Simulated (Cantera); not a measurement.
A closed system holds: 1 mol B2H6, 0.1 mol H2O, a varied amount of N2, 2.8 mol H2, at 2148.15 K and 4.10 mbar.

Equilibrium computed with Cantera from the NASA thermochemical tables; the gas is ideal and each condensed phase is pure. Candidate condensed phases: B, BN, B2O3, B3O3H3, H2O; 39 gas species. The feed counts by its element totals alone. The tables' values for BH2 are old estimates; treat these amounts as uncertain. Equilibrium is a limit: real reactors are often held back by kinetics, nucleation or transport.

x: gas mole fraction; n: condensed amount in mol.

| n(N2) (mol) | x N2 | x H2 | x H | x BO | n BN(s) |
|---|---|---|---|---|---|
| 16 | 0.704 | 0.258 | 0.0331 | 0.00284 | 1.89 |
| 36 | 0.844 | 0.130 | 0.0235 | 0.00165 | 1.89 |
| 56 | 0.893 | 0.0859 | 0.0191 | 0.00118 | 1.89 |
| 76 | 0.918 | ? | ? | ? | 1.88 |
| 96 | 0.934 | 0.0505 | 0.0146 | 0.000763 | 1.88 |
| 120 | 0.946 | 0.0402 | 0.0131 | 0.000632 | 1.88 |
| 140 | 0.953 | ? | 0.0121 | ? | 1.87 |
| 160 | 0.958 | 0.0298 | 0.0113 | 0.000493 | 1.87 |

Task: Some entries are withheld; supply them.

Result: 
- 76, x H2: 0.0638
- 76, x H: 0.0165
- 76, x BO: 0.000926
- 140, x H2: 0.0343
- 140, x BO: 0.000554
